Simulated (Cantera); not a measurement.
## Thermodynamics of boron, boron nitride and boron oxide, feed BCl3 + H2O + N2

A closed system holds: 1 mol BCl3, 15 mol H2O, 0.23 mol N2, held at 13.3 mbar.

Method: chemical equilibrium by Gibbs-energy minimisation in Cantera with the NASA 1993 tables (ideal gas, pure condensed phases). Candidate condensed phases: B, BN, B2O3, B3O3H3, H2O, NH4Cl; 49 gas species. Gases not in the tables: H3BO3. The numbers say what is thermodynamically allowed, not how fast it happens.

```tsv
T (K)	x H2O	x HCl	x N2	x HBO2	x (HBO2)3	x Cl	x H2	x O2	n B2O3(l)
900	0.803	0.180	0.0138	1.96e-5	0.00401	2.94e-7	3.66e-7	3.70e-9	0.399
950	0.804	0.180	0.0138	6.74e-5	0.00302	8.98e-7	8.42e-7	2.27e-8	0.424
1000	0.804	0.180	0.0138	0.000204	0.00232	2.38e-6	1.91e-6	1.02e-7	0.440
1050	0.804	0.179	0.0138	0.000551	0.00182	5.59e-6	4.23e-6	3.55e-7	0.450
1100	0.804	0.179	0.0137	0.00135	0.00145	1.20e-5	9.04e-6	1.03e-6	0.452
1150	0.803	0.179	0.0137	0.00306	0.00118	2.37e-5	1.85e-5	2.61e-6	0.445
1200	0.800	0.179	0.0137	0.00644	0.000965	4.41e-5	3.61e-5	5.94e-6	0.422
1250	0.795	0.178	0.0137	0.0127	0.000798	7.77e-5	6.74e-5	1.24e-5	0.373
```
x: gas mole fraction; n: condensed amount in mol.

From 900 K to 1250 K the condensed part is B2O3(l). The share of B in condensed phases is highest at 1100 K (90.4 %) and lowest at 1250 K (74.6 %).
